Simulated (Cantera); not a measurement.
A perfectly stirred reactor is fed with H2 : O2 : N2 : H2O = 1.1 : 1 : 0.65 : 0.0054 (molar parts), equivalence ratio 0.55, at 0.987 atm; it is held at 1350 K, and followed from long to short residence time.

Detailed kinetics in Cantera: GRI-Mech 3.0 (53 species, 325 reactions). The temperature is held fixed by assumption; the heat of reaction is taken as removed at once.

One state of this run: x H2 = 0.0298; x O2 = 0.212; x H2O2 = 1.74e-5; x OH = 0.00552; x O = 0.00412. x: mole fraction; the columns are a selection and need not sum to one.

Q: Which value of τ (s) does it belong to?
(A) 4.2
(B) 0.0038
(C) 0.022
(D) 0.00011

A: D, 0.00011
